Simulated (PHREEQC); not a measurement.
1 kg of water holding 0.029 mol NaCl and 0.62 mol Na2SO4 is evaporated at 75 °C; the solids stay in contact with the brine. The system is closed to CO2. The run lets Halite, Mirabilite, Thenardite precipitate or redissolve, and no other solid.

Base run: PHREEQC, Pitzer model, pitzer.dat. Each further column changes one thing. The table gives water activity.

| H2O removed (mol) | base | temperature from 75 to 5 °C | temperature from 75 to 25 °C |
|---|---|---|---|
| 0 | 0.976 | 0.984 | 0.977 |
| 9.886 | 0.972 | 0.983 | 0.972 |
| 18.01 | 0.966 | 0.983 | 0.967 |
| 24.69 | 0.959 | 0.983 | 0.961 |
| 30.18 | 0.950 | 0.983 | 0.953 |
| 34.69 | 0.940 | [?] | 0.943 |
| 38.4 | 0.927 | [?] | 0.933 |
| 41.44 | 0.912 | [?] | 0.932 |
| 43.95 | 0.896 | [?] | 0.930 |
| 46.01 | 0.896 | 0.974 | 0.927 |
| 47.7 | 0.895 | 0.961 | 0.917 |
| 49.09 | 0.894 | [?] | 0.805 |

Q: Fill in the missing entries.

A: 
- 34.69, temperature from 75 to 5 °C: 0.982
- 38.4, temperature from 75 to 5 °C: 0.981
- 41.44, temperature from 75 to 5 °C: 0.980
- 43.95, temperature from 75 to 5 °C: 0.978
- 49.09, temperature from 75 to 5 °C: 0.753

Away from 25 °C the constants follow the database's enthalpies or fits; those with neither stay at their 25 °C values.
